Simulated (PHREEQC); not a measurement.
# Acid mine or pickling water: speciation

Synthetic water in mg/kgw, 20 °C, pH 3.96, pe 9.5: Na 170; K 609; Ca 168; Mg 100; Cl 246; S(6) as SO4 1560; Zn 0.283.

Valence states are taken as typed.

The numbers come from PHREEQC with the ion-association model, phreeqc.dat.

Each row changes one thing in this solution. Precipitation was switched off in this run.

```json
[
 {"case": "as made", "ionic strength (mol/kgw)": "0.0512", "K+ (mol/kgw)": "0.0150", "SO4-2 (mol/kgw)": "0.0126", "Ca+2 (mol/kgw)": "0.00286", "Mg+2 (mol/kgw)": "0.00262", "MgSO4 (mol/kgw)": "0.00150", "SI of Gypsum (CaSO4:2H2O)": "-0.52", "SI of Sylvite (KCl)": "-5.04"},
 {"case": "K from 609 to 1220 mg/kgw", "ionic strength (mol/kgw)": "0.0588", "K+ (mol/kgw)": "(withheld)", "SO4-2 (mol/kgw)": "(withheld)", "Ca+2 (mol/kgw)": "0.00295", "Mg+2 (mol/kgw)": "0.00271", "MgSO4 (mol/kgw)": "(withheld)", "SI of Gypsum (CaSO4:2H2O)": "-0.55", "SI of Sylvite (KCl)": "-4.74"},
 {"case": "all concentrations times 3 at the same typed pH", "ionic strength (mol/kgw)": "(withheld)", "K+ (mol/kgw)": "0.0437", "SO4-2 (mol/kgw)": "0.0337", "Ca+2 (mol/kgw)": "0.00754", "Mg+2 (mol/kgw)": "0.00670", "MgSO4 (mol/kgw)": "0.00564", "SI of Gypsum (CaSO4:2H2O)": "+0.06", "SI of Sylvite (KCl)": "(withheld)"},
 {"case": "Na from 170 to 340 mg/kgw", "ionic strength (mol/kgw)": "0.0549", "K+ (mol/kgw)": "0.0150", "SO4-2 (mol/kgw)": "0.0125", "Ca+2 (mol/kgw)": "0.00290", "Mg+2 (mol/kgw)": "0.00266", "MgSO4 (mol/kgw)": "0.00145", "SI of Gypsum (CaSO4:2H2O)": "-0.54", "SI of Sylvite (KCl)": "-5.04"}
]
```

Question: What belongs in the gaps?

Answer: 
- K from 609 to 1220 mg/kgw, K+ (mol/kgw): 0.0302
- K from 609 to 1220 mg/kgw, SO4-2 (mol/kgw): 0.0123
- K from 609 to 1220 mg/kgw, MgSO4 (mol/kgw): 0.00140
- all concentrations times 3 at the same typed pH, ionic strength (mol/kgw): 0.141
- all concentrations times 3 at the same typed pH, SI of Sylvite (KCl): -4.17

Some of these states are supersaturated (in Gypsum, for instance).
